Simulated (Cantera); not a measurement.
An isothermal, constant-pressure homogeneous reactor starts with H2 : O2 = 0.14 : 1 (molar parts), equivalence ratio 0.070, at 925 K and 1.13 Torr.

Detailed kinetics in Cantera: the H2/O2 subset of GRI-Mech 3.0, which has no nitrogen chemistry. Radical loss at walls, strong at low pressure, is not modelled. Below about 950 K walls govern HO2 and H2O2 in real vessels. The temperature is held fixed by assumption; the heat of reaction is taken as removed at once.

x: mole fraction; the columns are a selection and need not sum to one.

```tsv
t (s)	x H2	x O2	x H2O	x OH	x HO2
2.00e-5	0.123	0.877	<1e-12	<1e-12	<1e-12
0.000125	0.123	0.877	<1e-12	<1e-12	1.60e-12
0.000787	0.123	0.877	<1e-12	1.02e-12	1.01e-11
0.00493	0.123	0.877	8.74e-11	2.08e-11	6.33e-11
0.0309	0.123	0.877	1.25e-6	1.76e-7	(withheld)
0.194	0.00304	0.825	0.103	0.00196	(withheld)
1.22	0.000480	0.864	0.128	0.000754	(withheld)
7.63	7.93e-6	0.869	0.131	9.47e-5	(withheld)
47.8	2.78e-7	0.869	0.131	1.86e-5	(withheld)
300	2.32e-8	0.869	0.131	5.52e-6	(withheld)
```

### Question
Some entries are withheld; supply them.

### Answer

- 0.0309, x HO2: 3.91e-9
- 0.194, x HO2: 1.62e-6
- 1.22, x HO2: 1.41e-6
- 7.63, x HO2: 2.23e-7
- 47.8, x HO2: 1.50e-8
- 300, x HO2: 1.53e-9
